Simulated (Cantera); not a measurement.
Charge: 1 mol AlN, a varied amount of O₂, at 850 °C and 1000 Pa.

Cantera equilibrium calculation (NASA polynomials, part measured and part estimated; ideal gas, pure solids and liquids). Candidate condensed phases: Al, AlN, Al₂O₃; 16 gas species. Equilibrium is a limit: real reactors are often held back by kinetics, nucleation or transport.

Q: At 4.6 mol O₂, list the 3 most abundant gas species with their mole fractions, and the condensed phases.

A: O₂ 0.885, N₂ 0.115, NO 8.19e-5. Condensed: Al₂O₃(s).
